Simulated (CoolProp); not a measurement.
Properties of R1234ze(E) along the isotherm 249.8 K (Tc = 382.5 K, pc = 3.635 MPa, ω = 0.313).

Model: reference Helmholtz-energy equation of state, Thol 2016, in CoolProp.

| p (MPa) | phase | density (kg/m³) | speed of sound (m/s) | expansivity (1/kK) | viscosity (µPa s) | conductivity (mW/(m K)) | fugacity coefficient |
|---|---|---|---|---|---|---|---|
| 0.0172 | gas | 0.9513 | 140.8 | 4.104 | 10.3 | 9.89 | 0.9928 |
| 0.0354 | gas | 1.974 | 139.9 | 4.216 | 10.3 | 9.86 | 0.9851 |
| 0.0727 | gas | 4.122 | 138.0 | 4.465 | 10.3 | 9.80 | 0.9695 |
| 0.149 | liquid | 1306 | 748.0 | 2.073 | 350 | 91.9 | 0.5417 |
| 0.307 | liquid | 1306 | 749.0 | 2.069 | 350 | 92.0 | 0.2647 |
| 0.63 | liquid | 1307 | 751.1 | 2.060 | 352 | 92.1 | 0.1307 |
| 1.29 | liquid | 1309 | 755.3 | 2.041 | 355 | 92.5 | 0.06564 |
| 2.66 | liquid | 1312 | 763.8 | 2.005 | 362 | 93.1 | 0.03372 |
| 5.45 | liquid | 1319 | 780.4 | 1.937 | 376 | 94.5 | 0.01849 |

Viscosity comes from a separate model (Bell 2016), an estimate that may be off by 10 % or more. Thermal conductivity comes from a separate model (Perkins 2011).
